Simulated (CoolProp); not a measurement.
Vapour-liquid equilibrium of n-heptane (1) + n-dodecane (2) at 399.9 K; x and y are mole fractions of (1).

Computed with CoolProp (multi-fluid Helmholtz-energy mixture model, Span 2003 and Lemmon 2004; pair parameters Bell 2016).

| x | bubble pressure (kPa) | y at the bubble point | dew pressure at overall composition x (kPa) | liquid density (mol/L) |
|---|---|---|---|---|
| 0.05 | ? | 0.604 | 6.794 | 4.001 |
| 0.15 | 35.32 | 0.840 | 7.569 | 4.149 |
| 0.25 | 56.11 | ? | ? | 4.306 |
| 0.35 | 77.47 | 0.942 | 9.803 | 4.472 |
| 0.45 | 98.98 | 0.961 | 11.50 | 4.649 |
| 0.55 | 120.4 | 0.973 | 13.90 | 4.838 |
| 0.65 | 141.6 | ? | 17.58 | 5.038 |
| 0.75 | 162.8 | ? | 23.89 | 5.252 |
| 0.85 | 184.2 | 0.993 | 37.31 | 5.480 |
| 0.95 | 206.3 | 0.998 | 85.26 | 5.723 |

**Question.** What belongs in the gaps?

**Answer.** 
- 0.05, bubble pressure (kPa): 15.65
- 0.25, y at the bubble point: 0.910
- 0.25, dew pressure at overall composition x (kPa): 8.543
- 0.65, y at the bubble point: 0.982
- 0.75, y at the bubble point: 0.988

No azeotrope shows between x = 0.05 and 0.95.

Pair parameters are fitted to limited data, so mixtures are less certain than the pure fluids.
